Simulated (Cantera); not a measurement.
# Low-pressure radical oxidation in H2/O2

An isothermal, constant-pressure homogeneous reactor starts with H2 : O2 = 0.038 : 1 (molar parts), equivalence ratio 0.019, at 950 K and 20.0 Torr.

Model: the H2/O2 subset of GRI-Mech 3.0, which has no nitrogen chemistry, integrated in Cantera. Radical loss at walls, strong at low pressure, is not modelled. The temperature is held fixed by assumption; the heat of reaction is taken as removed at once.

```csv
t (s),x H2,x O2,x H2O,x H2O2,x OH
2.00e-6,0.0366,0.963,<1e-12,<1e-12,<1e-12
1.03e-5,0.0366,0.963,<1e-12,<1e-12,<1e-12
5.28e-5,0.0366,0.963,<1e-12,<1e-12,1.66e-12
0.000271,0.0366,0.963,3.16e-11,<1e-12,2.20e-11
0.00139,0.0366,0.963,7.69e-9,<1e-12,2.14e-9
0.00717,0.00544,0.951,0.0275,5.24e-7,0.00180
0.0368,6.32e-5,0.962,0.0371,1.22e-7,0.000133
0.189,3.29e-6,0.963,0.0373,5.01e-8,2.76e-5
0.973,1.27e-7,0.963,0.0373,1.33e-8,7.36e-6
5.00,4.45e-9,0.963,0.0373,2.96e-9,2.45e-6
```
x: mole fraction; the columns are a selection and need not sum to one.

Equilibrium at this temperature and pressure: H2 4.27e-12, O2 0.963, H2O 0.0373, H2O2 8.58e-12, OH 9.12e-8 (gas phase only).
